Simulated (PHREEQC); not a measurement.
**Copper plating or etch bath: an equilibrium model**

Solution (25 °C): 0.028 mol CuSO4 per kg of water. Closed to the air; pH follows from the charge balance.

Equilibrium calculation in PHREEQC: ion-association model, wateq4f.dat.

| Quantity | Result |
|---|---|
| pH | 4.72 |
| ionic strength | 0.0682 mol/kgw |

```tsv
species	molality	activity	log γ
SO4-2	0.0170	0.00718	-0.376
Cu+2	0.0170	0.00758	-0.352
CuSO4	0.0109	0.0111	0.007
H+	2.26e-5	1.90e-5	-0.075
Cu2(OH)2+2	1.67e-5	6.93e-6	-0.381
HSO4-	1.66e-5	1.33e-5	-0.096
CuOH+	5.00e-6	3.98e-6	-0.099
Cu(OH)2	4.30e-7	4.37e-7	0.007
```

This is a speciation only: nothing precipitates in the calculation. The solution is supersaturated, for example in Antlerite, Brochantite, so a real one may precipitate; this is no full list.
